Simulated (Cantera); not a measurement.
An isothermal, constant-pressure homogeneous reactor starts with 57.1 % N2O, 42.9 % N2, at 1175 K and 1280 Torr.

Computed with Cantera and GRI-Mech 3.0 (53 species, 325 reactions). GRI-Mech 3.0 was tuned for natural gas; its chemistry of N2O as a main component is partial and can be far from experiment. The mechanism lacks the step 2 NO + O2 → 2 NO2, which can matter for NO2 below about 1400 K. The temperature is held fixed by assumption; the heat of reaction is taken as removed at once.

Problem. Predict: x(N2O) at 20.0 s; x(NO) at 20.0 s; x(O2) at 20.0 s; x(NO2) at 20.0 s; x(N2) at 20.0 s.

Solution. x(N2O) at 20.0 s: 0.000589 (gas-phase equilibrium 1.52e-8)
x(NO) at 20.0 s: 0.0263 (gas-phase equilibrium 0.000165)
x(O2) at 20.0 s: 0.208 (gas-phase equilibrium 0.222)
x(NO2) at 20.0 s: 0.000622 (gas-phase equilibrium 4.22e-6)
x(N2) at 20.0 s: 0.764 (gas-phase equilibrium 0.778)
